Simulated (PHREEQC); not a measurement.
3.4 g of hydrous ferric oxide (600 m²/g; 0.2 weak and 0.005 strong sites per Fe, Dzombak-Morel constants, diffuse double layer) in 1 kg of water with 0.3 mol/kgw of an inert sodium salt and 7.6e-05 mol/kgw NaH2PO4, at 25 °C; the pH is set by adding NaOH or the inert anion's acid. Oxygen is held at 0.21 atm. No CO2 enters from the air. Nothing may precipitate in this run.

Base run: PHREEQC, ion-association model, wateq4f.dat. Each further column changes one thing. The table gives surface charge σ (C/m²).

| pH | base | background salt from 0.3 to 0.03 mol/kgw | oxide from 3.4 to 17 g/kgw |
|---|---|---|---|
| 4 | 0.344 | (withheld) | 0.349 |
| 5 | 0.265 | (withheld) | 0.270 |
| 5.5 | 0.207 | (withheld) | 0.211 |
| 6.5 | 0.103 | (withheld) | 0.106 |
| 7.5 | 0.032 | (withheld) | 0.034 |
| 8.5 | -0.023 | -0.009 | -0.022 |
| 9 | -0.053 | -0.022 | -0.052 |
| 10 | -0.133 | -0.063 | -0.133 |

### Question
What belongs in the gaps?

### Answer

- 4, background salt from 0.3 to 0.03 mol/kgw: 0.271
- 5, background salt from 0.3 to 0.03 mol/kgw: 0.157
- 5.5, background salt from 0.3 to 0.03 mol/kgw: 0.110
- 6.5, background salt from 0.3 to 0.03 mol/kgw: 0.046
- 7.5, background salt from 0.3 to 0.03 mol/kgw: 0.013

H3PO4, which wateq4f.dat lacks, is added to it with the constant of phreeqc.dat.
